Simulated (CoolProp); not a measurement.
Vapour-liquid equilibrium of dimethyl ether (1) + R236FA (2) at 0.0104 MPa; x and y are mole fractions of (1).

Computed with CoolProp (multi-fluid Helmholtz-energy mixture model, Wu 2011 and Pan 2012; pair parameters Bell 2016).

| x | bubble temperature (K) | y at the bubble point | dew temperature at overall composition x (K) | liquid density (mol/L) |
|---|---|---|---|---|
| 0.05 | 227.4 | 0.070 | 227.5 | 10.60 |
| 0.2 | ___ | 0.310 | 226.6 | 11.35 |
| 0.35 | 223.1 | 0.569 | ___ | 12.20 |
| 0.5 | 219.1 | 0.784 | ___ | 13.17 |
| 0.65 | 214.5 | 0.915 | 221.9 | ___ |
| 0.8 | 210.3 | 0.975 | 218.7 | 15.42 |
| 0.95 | 207.0 | 0.997 | 212.4 | 16.71 |

Problem. Fill in the missing entries.

Solution. 
- 0.2, bubble temperature (K): 225.8
- 0.35, dew temperature at overall composition x (K): 225.5
- 0.5, dew temperature at overall composition x (K): 224.0
- 0.65, liquid density (mol/L): 14.24

No azeotrope shows between x = 0.05 and 0.95.

Pair parameters are fitted to limited data, so mixtures are less certain than the pure fluids.
